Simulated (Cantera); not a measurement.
A Cantera script and what it prints.

```python
import numpy as np
import cantera as ct

gas_names = """
    C CH CH2 CH3 CH2OH CH3O CH4 CH3OH CO CO2 COOH C2 C2H CHCO,ketyl C2H2,acetylene C2H2,vinylidene
    CH2CO,ketene C2H3,vinyl CH3CO,acetyl C2H4 C2H4O,ethylen CH3CHO,ethanal CH3COOH (HCOOH)2 C2H5 C2H6
    CH3OCH3 C2H5OH C2O C3 C3H3,propargyl C3H4,allene C3H4,propyne C3H4,cyclo- C3H5,allyl C3H6,propylene
    C3H6,cyclo- C3H6O C3H7,n-propyl C3H7,i-propyl C3H8 C3H8O,1propanol C3H8O,2propanol C3O2 C4 C4H2
    C4H4,1,3-cyclo- C4H6,butadiene C4H6,2-butyne C4H6,cyclo- C4H8,1-butene C4H8,cis2-buten
    C4H8,tr2-butene C4H8,isobutene C4H8,cyclo- (CH3COOH)2 C4H9,n-butyl C4H9,i-butyl C4H9,s-butyl
    C4H9,t-butyl C4H10,isobutane C4H10,n-butane C5 C5H6,1,3cyclo- C5H8,cyclo- C5H10,1-pentene
    C5H10,cyclo- C5H11,pentyl C5H11,t-pentyl C5H12,n-pentane C5H12,i-pentane CH3C(CH3)2CH3 C6H2
    C6H5,phenyl C6H5O,phenoxy C6H6 C6H5OH,phenol C6H10,cyclo- C6H12,1-hexene C6H12,cyclo- C6H13,n-hexyl
    C7H7,benzyl C7H8 C7H8O,cresol C7H14,1-heptene C7H15,n-heptyl C7H16,n-heptane C8H8,styrene
    C8H10,ethylbenz C8H16,1-octene C8H17,n-octyl C8H18,isooctane C8H18,n-octane C9H19,n-nonyl
    C10H8,naphthale C10H21,n-decyl C12H9,o-bipheny C12H10,bipheny Ca CaO CaOH CaO2H2 Ca2 H HCO HO2 H2
    HCHO,formaldehy HCOOH H2O H2O2 O OH O2 O3
""".split()
cond_names = """
    C(gr) C6H6(L) C7H8(L) C8H18(L),n-octa Ca(a) Ca(b) Ca(L) CaCO3(caL) CaO(s) CaO(L) CaO2H2(s) H2O(s)
    H2O(L)
""".split()


def load(file, names, dense=False):
    # The tables refer to 1 bar. Condensed volumes are neglected.
    table = {s.name: s for s in ct.Species.list_from_file(file)}
    out = []
    for n in names:
        d = dict(table[n].input_data)
        d["thermo"] = dict(d["thermo"], **{"reference-pressure": 1e5})
        if dense:
            d["equation-of-state"] = {"model": "constant-volume", "density": "1e6 g/cm^3"}
        out.append(ct.Species.from_dict(d))
    return out


gas = ct.Solution(thermo="ideal-gas", species=load("nasa_gas.yaml", gas_names))
cond = {s.name: ct.Solution(thermo="fixed-stoichiometry", species=[s], name=s.name)
        for s in load("nasa_condensed.yaml", cond_names, dense=True)}
atoms = {
    'CaCO3': {'Ca': 1, 'C': 1, 'O': 3},
    'H2O': {'H': 2, 'O': 1},
    'H2': {'H': 2},
}
top_T = {'C(gr)': 4500}  # K; cautious upper limits of use, not melting points


def equilibrate(T, P, feed):
    n = {}
    for name, mol in feed.items():
        for a, k in atoms[name].items():
            n[a] = n.get(a, 0.0) + k * mol
    gas.TPX = T, P, n
    mass = sum(n.values()) * gas.mean_molecular_weight
    gas.equilibrate("TP")
    valid = [c for c in cond.values() if c.min_temp <= T <= top_T.get(c.name, c.max_temp)]
    mix = ct.Mixture([(gas, mass / gas.mean_molecular_weight)] + [(c, 0.0) for c in valid])
    mix.T, mix.P = T, P
    mix.equilibrate("TP", solver="vcs", rtol=1e-11, max_steps=5000)
    return mix


results = []
feed = {'CaCO3': 1, 'H2O': 0.39, 'H2': 0.019}  # mol
P = 1333.22  # Pa
for T in [1400, 1500, 1600, 1700, 1800, 1900, 2000, 2100]:
    mix = equilibrate(T, P, feed)
    results.append((T, P, feed, dict(zip(mix.species_names, mix.species_moles))))

top = {s: max(r[3][s] / sum(r[3][g] for g in gas_names) for r in results) for s in gas_names}
cols = sorted((s for s in top if top[s] > 1e-05), key=lambda s: -top[s])[:9]
seen = [c for c in cond_names if any(r[3].get(c, 0) > 1e-12 for r in results)]
print("log10 of partial pressures in bar; condensed amounts in mol")
print(f"{'T/K':>10s}" + "".join(f"{s[:9]:>10s}" for s in cols + seen))
for T, P, feed, n in results:
    ng = sum(n[g] for g in gas_names)
    print(f"{T:10.4g}" + "".join(f"{np.log10(max(n[s] / ng * P / 1e5, 1e-99)):10.3f}" for s in cols)
          + "".join(f"{n.get(c, 0):10.4g}" for c in seen))
```

Output:

```
log10 of partial pressures in bar; condensed amounts in mol
       T/K       CO2       H2O        CO        O2        OH        H2         H         O    CaO2H2    CaO(s)
      1400    -2.031    -2.416    -3.821    -8.437    -7.159    -4.542    -7.584   -10.243    -9.334         1
      1500    -2.031    -2.415    -3.809    -7.065    -6.411    -4.606    -7.057    -8.925    -8.680         1
      1600    -2.032    -2.415    -3.793    -5.878    -5.760    -4.654    -6.592    -7.777    -8.108         1
      1700    -2.033    -2.416    -3.735    -4.923    -5.208    -4.651    -6.157    -6.811    -7.606         1
      1800    -2.038    -2.419    -3.582    -4.287    -4.773    -4.544    -5.718    -6.058    -7.164         1
      1900    -2.049    -2.425    -3.374    -3.873    -4.424    -4.373    -5.287    -5.462    -6.772         1
      2000    -2.068    -2.436    -3.162    -3.571    -4.130    -4.190    -4.884    -4.960    -6.427         1
      2100    -2.099    -2.453    -2.965    -3.334    -3.877    -4.013    -4.513    -4.524    -6.123    0.9999
```

Method: chemical equilibrium by Gibbs-energy minimisation in Cantera with the NASA 1993 tables (ideal gas, pure condensed phases).
